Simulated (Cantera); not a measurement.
Feed: 1 mol Cu, 0.051 mol CO2, 56 mol CO, at 0.133 bar.

Cantera equilibrium calculation (NASA polynomials, part measured and part estimated; ideal gas, pure solids and liquids). Candidate condensed phases: C, Cu, CuO, Cu2O; 15 gas species. Equilibrium is a limit: real reactors are often held back by kinetics, nucleation or transport.

What share of the Cu ends up in condensed phases as a function of T (°C), at 452, 552, 652, 752, 852, 952, 1052, 1152, 1252, 1352, 1452, 1552, 1652?


```tsv
T (°C)	Cu condensed (%)	as
452	100.0	Cu(s)
552	100.0	Cu(s)
652	100.0	Cu(s)
752	100.0	Cu(s)
852	100.0	Cu(s)
952	100.0	Cu(s)
1052	100.0	Cu(s)
1152	99.9	Cu(l)
1252	99.5	Cu(l)
1352	97.6	Cu(l)
1452	90.8	Cu(l)
1552	69.4	Cu(l)
1652	10.4	Cu(l)
```
